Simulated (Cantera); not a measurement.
Gas activation for diamond growth

An isothermal, constant-pressure homogeneous reactor starts with CH4 : H2 = 0.01 : 1 (molar parts), at 2098 K and 0.0490 bar.

Detailed kinetics in Cantera: GRI-Mech 3.0 (53 species, 325 reactions). GRI-Mech 3.0 stops at C3 and has no aromatics, soot or wall deposition, so with more carbon than oxygen in the feed, carbon stays in small species such as C2H2 where larger ones or solid carbon would form. Radical loss at walls, strong at low pressure, is not modelled.

| t (s) | x CH4 | x H2 | x C2H6 | x CH3 | x H | x CH2 |
|---|---|---|---|---|---|---|
| 1.00e-6 | 0.00990 | 0.990 | <1e-12 | 1.05e-6 | 1.22e-6 | 1.97e-12 |
| 3.80e-6 | 0.00990 | 0.990 | <1e-12 | 3.41e-6 | 5.25e-6 | 2.68e-11 |
| 1.44e-5 | 0.00989 | 0.990 | 2.39e-11 | 8.87e-6 | 2.40e-5 | 2.96e-10 |
| 5.48e-5 | 0.00988 | 0.990 | 4.18e-10 | 2.39e-5 | 0.000101 | 3.21e-9 |
| 0.000208 | 0.00982 | 0.990 | 6.02e-9 | 7.98e-5 | 0.000392 | 4.22e-8 |
| 0.000790 | 0.00960 | 0.989 | 6.71e-8 | 0.000283 | 0.00148 | 5.59e-7 |
| 0.00300 | 0.00856 | 0.985 | 3.55e-7 | 0.000863 | 0.00511 | 5.52e-6 |
| 0.0114 | 0.00413 | 0.983 | 1.80e-7 | 0.000805 | 0.00989 | 1.00e-5 |
| 0.0433 | 0.000864 | 0.982 | 9.76e-9 | 0.000207 | 0.0122 | 3.42e-6 |
| 0.164 | 0.000166 | 0.982 | 4.02e-10 | 4.42e-5 | 0.0135 | 8.25e-7 |
| 0.624 | 4.38e-5 | 0.981 | 3.12e-11 | 1.20e-5 | 0.0139 | 2.32e-7 |
| 2.37 | 2.90e-5 | 0.981 | 1.52e-11 | 7.95e-6 | 0.0139 | 1.54e-7 |
| 9.00 | 2.89e-5 | 0.981 | 1.51e-11 | 7.93e-6 | 0.0139 | 1.53e-7 |
x: mole fraction; the columns are a selection and need not sum to one.

Equilibrium at this temperature and pressure: CH4 2.90e-5, H2 0.981, C2H6 1.52e-11, CH3 7.94e-6, H 0.0139, CH2 1.54e-7 (gas phase only).
